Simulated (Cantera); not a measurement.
A closed system holds: 1 mol CH₃OH, 2.9 mol CO₂, 6.1 mol N₂, equilibrated at 0.000620 bar.

Method: chemical equilibrium by Gibbs-energy minimisation in Cantera with the NASA 1993 tables (ideal gas, pure condensed phases). Candidate condensed phases: C, C₆H₆, C₇H₈, C₈H₁₈, H₂O; 136 gas species. Kinetics and transport are ignored.

x: gas mole fraction; nothing condenses.

```json
[
 {"T (K)": "1675", "x N₂": "0.508", "x CO": "0.197", "x H": "0.00107", "x O": "1.83e-6", "x CO₂": "0.128", "x H₂O": "0.113", "x H₂": "0.0526", "x O₂": "1.78e-6", "x OH": "0.000112"},
 {"T (K)": "1825", "x N₂": "0.507", "x CO": "0.200", "x H": "0.00387", "x O": "4.08e-5", "x CO₂": "0.124", "x H₂O": "0.116", "x H₂": "0.0478", "x O₂": "4.37e-5", "x OH": "0.000657"},
 {"T (K)": "1975", "x N₂": "0.504", "x CO": "0.203", "x H": "0.0114", "x O": "0.000562", "x CO₂": "0.120", "x H₂O": "0.115", "x H₂": "0.0433", "x O₂": "0.000646", "x OH": "0.00289"},
 {"T (K)": "2125", "x N₂": "0.492", "x CO": "0.209", "x H": "0.0292", "x O": "0.00478", "x CO₂": "0.106", "x H₂O": "0.102", "x H₂": "0.0401", "x O₂": "0.00520", "x OH": "0.00926"},
 {"T (K)": "2275", "x N₂": "0.464", "x CO": "0.225", "x H": "…", "x O": "…", "x CO₂": "…", "x H₂O": "…", "x H₂": "0.0392", "x O₂": "…", "x OH": "…"},
 {"T (K)": "2425", "x N₂": "…", "x CO": "0.235", "x H": "…", "x O": "…", "x CO₂": "…", "x H₂O": "…", "x H₂": "…", "x O₂": "…", "x OH": "…"},
 {"T (K)": "2575", "x N₂": "0.388", "x CO": "0.236", "x H": "0.189", "x O": "0.109", "x CO₂": "0.0141", "x H₂O": "0.00709", "x H₂": "0.0184", "x O₂": "0.0171", "x OH": "0.0164"},
 {"T (K)": "2725", "x N₂": "0.370", "x CO": "0.234", "x H": "0.219", "x O": "0.143", "x CO₂": "0.00471", "x H₂O": "0.00105", "x H₂": "0.00764", "x O₂": "0.00792", "x OH": "0.00787"}
]
```

Fill in the missing entries.


- 2425, x N₂: 0.423
- 2425, x H: 0.130
- 2425, x O: 0.0608
- 2425, x CO₂: 0.0366
- 2425, x H₂O: 0.0304
- 2425, x H₂: 0.0327
- 2425, x O₂: 0.0233
- 2425, x OH: 0.0229
- 2275, x H: 0.0675
- 2275, x O: 0.0223
- 2275, x CO₂: 0.0731
- 2275, x H₂O: 0.0704
- 2275, x O₂: 0.0168
- 2275, x OH: 0.0189
